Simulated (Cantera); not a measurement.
Cantera run, input and output.

```python
import numpy as np
import cantera as ct

surf = ct.Interface("ptcombust.yaml", "Pt_surf")
gas = surf.adjacent["gas"]
gas.TPX = 300, 14000, {'CH4': 0.016, 'O2': 0.073, 'N2': 0.79}
jet = ct.ImpingingJet(gas=gas, width=0.046, surface=surf)
jet.inlet.mdot, jet.inlet.T, jet.inlet.X = 0.049, 300, {'CH4': 0.016, 'O2': 0.073, 'N2': 0.79}
jet.set_refine_criteria(ratio=10, slope=0.2, curve=0.3)
show, cover = ['CH4', 'O2', 'H2O', 'OH', 'CO', 'CO2'], ["PT(S)", "H(S)", "O(S)", "OH(S)", "CO(S)", "C(S)"]

rows = []
print(f"{'Ts/K':>7s}" + "".join(f"{s:>11s}" for s in show + cover) + "   (gas at the wall, coverages)")
for i, Ts in enumerate([850, 900, 950, 1000, 1050, 1100, 1150, 1200]):
    jet.surface.T = Ts
    if i == 0:
        surf.TP = Ts, 14000
        surf.coverages = "PT(S):0.5, O(S):0.5"
        surf.advance_coverages(1.0)
        jet.set_initial_guess(products="inlet")
    jet.solve(loglevel=0, auto=(i == 0))
    rows.append([*(jet.X[gas.species_index(s), -1] for s in show), *surf[cover].coverages])
    print(f"{Ts:7g}" + "".join(f"{x:11.3e}" for x in rows[-1]))
```

It prints:

```
   Ts/K        CH4         O2        H2O         OH         CO        CO2      PT(S)       H(S)       O(S)      OH(S)      CO(S)       C(S)   (gas at the wall, coverages)
    850  1.321e-02  7.245e-02  9.353e-03  5.343e-09  3.564e-06  6.083e-03  1.399e-01  2.407e-08  8.591e-01  1.045e-03  9.183e-06  2.344e-08
    900  9.717e-03  6.506e-02  1.584e-02  2.100e-08  3.746e-06  1.033e-02  2.043e-01  7.922e-08  7.945e-01  1.261e-03  7.434e-06  2.644e-08
    950  6.822e-03  5.894e-02  2.118e-02  6.489e-08  3.656e-06  1.384e-02  2.744e-01  1.993e-07  7.243e-01  1.317e-03  5.251e-06  2.512e-08
   1000  4.841e-03  5.477e-02  2.480e-02  1.722e-07  3.519e-06  1.624e-02  3.461e-01  4.173e-07  6.526e-01  1.264e-03  3.537e-06  2.210e-08
   1050  3.559e-03  5.208e-02  2.711e-02  4.074e-07  3.452e-06  1.777e-02  4.169e-01  7.730e-07  5.820e-01  1.159e-03  2.393e-06  1.904e-08
   1100  2.726e-03  5.035e-02  2.857e-02  8.783e-07  3.490e-06  1.875e-02  4.852e-01  1.314e-06  5.137e-01  1.035e-03  1.665e-06  1.650e-08
   1150  2.169e-03  4.923e-02  2.951e-02  1.748e-06  3.643e-06  1.938e-02  5.501e-01  2.098e-06  4.490e-01  9.097e-04  1.201e-06  1.455e-08
   1200  1.784e-03  4.852e-02  3.011e-02  3.249e-06  3.924e-06  1.977e-02  6.108e-01  3.191e-06  3.884e-01  7.913e-04  9.010e-07  1.310e-08
```

Cantera simulation using Deutschmann's 1995 Pt surface mechanism with GRI-Mech 3.0 gas chemistry; the numbers are that mechanism's predictions, not measurements. Catalytic surfaces can have several steady states; this one follows from the mechanism file's or the stated starting coverage.
